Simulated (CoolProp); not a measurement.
A single-stage vapour-compression cycle with ethylene: evaporating at 214.15 K (dew point), condensing at 239.15 K (bubble point), superheat 2 K, subcooling 0 K, compressor efficiency 0.6, no pressure losses. Each further row changes one setting.

Model: reference Helmholtz-energy equation of state, Smukala 2000, in CoolProp.

```csv
case,cooling COP,pressure ratio,discharge temperature (K),refrigerating effect (kJ/kg),volumetric capacity (kJ/m³)
as stated,4.24,2.21,279.7,337,4750
evaporating temperature 219.15 K,5.55,1.86,(withheld),340,5680
condensing temperature 234.15 K,5.49,1.91,(withheld),352,4960
subcooling 5 K,(withheld),2.21,279.7,352,4960
superheat 12 K,(withheld),2.21,(withheld),354,4650
compressor efficiency 0.5,3.53,2.21,(withheld),337,4750
```

Problem. Some entries are withheld; supply them.

Solution. 
- evaporating temperature 219.15 K, discharge temperature (K): 270.7
- condensing temperature 234.15 K, discharge temperature (K): 267.7
- subcooling 5 K, cooling COP: 4.43
- superheat 12 K, cooling COP: 4.15
- superheat 12 K, discharge temperature (K): 292.0
- compressor efficiency 0.5, discharge temperature (K): 288.8
